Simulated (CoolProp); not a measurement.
Computed with CoolProp (reference Helmholtz-energy equation of state, Gao 2022).

Q: For n-perfluorohexane, give the phase and the density (kg/m³), cp (kJ/(kg K)), isothermal compressibility (1/MPa), expansivity (1/kK) at 450 K and 0.544 MPa; 450 K and 1.63 MPa.

A: 
- 450 K and 0.544 MPa: gas; density 55.7, cp 1.04, isothermal compressibility 2.11, expansivity 3.44
- 450 K and 1.63 MPa: gas; density 293, cp 1.62, isothermal compressibility 1.93, expansivity 27.0
